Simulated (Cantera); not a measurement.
Charge: 1 mol Ta2O5, a varied amount of H2, at 2248 K and 2.55 Torr.

Cantera equilibrium calculation (NASA polynomials, part measured and part estimated; ideal gas, pure solids and liquids). Candidate condensed phases: H2O, Ta, Ta2O5; 12 gas species. Rates play no part.

**Question.** Which condensed phases are stable at each of these points (n(H2) (mol)): 4.9, 8.3, 14, 24, 40, 68, 120, 200, 330, 560, 940, 1600, 2700?

**Answer.** 
```csv
n(H2) (mol),condensed phases,Ta condensed (%)
4.9,Ta2O5(l),97.4
8.3,Ta2O5(l),95.6
14,Ta2O5(l),92.6
24,Ta2O5(l),87.4
40,Ta2O5(l),79.0
68,Ta2O5(l),64.3
120,Ta2O5(l),37.0
200,gas only,0.0
330,gas only,0.0
560,gas only,0.0
940,gas only,0.0
1600,gas only,0.0
2700,gas only,0.0
```

From 4.9 mol H2 to 120 mol H2 the condensed part is Ta2O5(l). From 200 mol H2 to 2700 mol H2 nothing is condensed.
